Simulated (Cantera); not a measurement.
Charge: 1 mol V, 2.1 mol N2O, held at 1075 °C and 1.20 bar.

Method: chemical equilibrium by Gibbs-energy minimisation in Cantera with the NASA 1993 tables (ideal gas, pure condensed phases). Candidate condensed phases: V, VN, VO, V2O3, V2O4, V2O5; 13 gas species. Mutual solubility and eutectic melting of coexisting phases are not modelled. Condensed phases not in the tables: the oxides between V2O3 and V2O5 other than VO2. Gases not in the tables: V4O10. The numbers say what is thermodynamically allowed, not how fast it happens.

Base state: N2 0.991, O2 0.00855, NO 0.000121 (mole fractions); condensed: V2O4(s) + V2O5(l).

Question: What changes in the equilibrium state with this change: pressure from 1.20 bar to 6.10 mbar?

Answer: 
| species | before | after |
|---|---|---|
| N2 | 0.991 | 0.977 |
| O2 | 0.00855 | 0.0232 |
| NO | 0.000121 | 0.000198 |
| V2O4(s), mol | 0.436 | 0.500 |
| V2O5(l), mol | 0.0635 | 0 |

Question: What changes in the equilibrium state with this change: temperature from 1075 °C to 525 °C?

Answer: 
```json
[
 {"species": "N2", "before": "0.991", "after": "1.00"},
 {"species": "O2", "before": "0.00855", "after": "1.53e-7"},
 {"species": "NO", "before": "0.000121", "after": "1.86e-9"},
 {"species": "V2O4(s), mol", "before": "0.436", "after": "0.400"},
 {"species": "V2O5(l), mol", "before": "0.0635", "after": "0"},
 {"species": "V2O5(s), mol", "before": "0", "after": "0.1000"}
]
```
